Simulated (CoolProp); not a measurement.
Model: reference Helmholtz-energy equation of state, Akasaka 2023, in CoolProp.

**Question.** For R1224YDZ, give the phase and the density (kg/m³), speed of sound (m/s) at 348.5 K and 337 kPa.

**Answer.** 
- 348.5 K and 337 kPa: gas; density 18.7, speed of sound 135
